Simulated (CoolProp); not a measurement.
Vapour-liquid equilibrium of CH2F2 (R32) (1) + fluoroethane (R161) (2) at 300.8 K; x and y are mole fractions of (1).

Computed with CoolProp (multi-fluid Helmholtz-energy mixture model, Tillner-Roth 1997 and Wu 2012; pair parameters Bell 2016).

```tsv
x	bubble pressure (bar)	y at the bubble point	dew pressure at overall composition x (bar)	liquid density (mol/L)
0.05	10.43	0.086	10.22	14.81
0.125	11.14	0.199	10.67	15.03
0.2	11.81	0.297	11.15	15.25
0.275	12.46	0.384	11.66	15.48
0.35	13.08	0.464	12.20	15.72
0.425	13.68	0.538	12.77	15.97
0.5	14.27	0.607	13.37	16.23
0.575	14.85	0.673	13.99	16.50
0.65	15.43	0.736	14.64	16.78
0.725	16.00	0.796	15.33	17.08
0.8	16.58	0.854	16.04	17.38
0.875	17.15	0.910	16.79	17.70
0.95	17.74	0.965	17.58	18.03
```

No azeotrope shows between x = 0.05 and 0.95.

Pair parameters are fitted to limited data, so mixtures are less certain than the pure fluids.
